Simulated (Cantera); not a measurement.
An adiabatic, constant-volume homogeneous reactor starts with H2 : O2 : N2 = 1 : 1.19 : 4.48 (molar parts), at 1025 K and 4.93 atm. Integrator tolerance rtol = 1e-08.

Model: the H2/O2 subset of GRI-Mech 3.0, which has no nitrogen chemistry, integrated in Cantera. The hydrogen kinetics of GRI-Mech 3.0 are dated; newer H2 mechanisms differ, most at raised pressure.

What does this change do: pressure from 4.93 atm to 9.87 atm?


```csv
quantity,before,after
time of steepest temperature rise,7.56 ms,6.94 ms
temperature at 0.300 s,2341 K,2347 K
equilibrium temperature,2341 K,2347 K
x(H2) at 0.300 s,0.000387 (gas-phase equilibrium 0.000387),0.000283 (gas-phase equilibrium 0.000283)
x(O2) at 0.300 s,0.110 (gas-phase equilibrium 0.110),0.110 (gas-phase equilibrium 0.110)
x(O) at 0.300 s,0.000645 (gas-phase equilibrium 0.000645),0.000471 (gas-phase equilibrium 0.000471)
x(HO2) at 0.300 s,1.29e-5 (gas-phase equilibrium 1.29e-5),1.57e-5 (gas-phase equilibrium 1.57e-5)
x(H) at 0.300 s,7.26e-5 (gas-phase equilibrium 7.26e-5),4.52e-5 (gas-phase equilibrium 4.52e-5)
x(H2O) at 0.300 s,0.159 (gas-phase equilibrium 0.159),0.159 (gas-phase equilibrium 0.159)
x(OH) at 0.300 s,0.00507 (gas-phase equilibrium 0.00507),0.00437 (gas-phase equilibrium 0.00437)
```
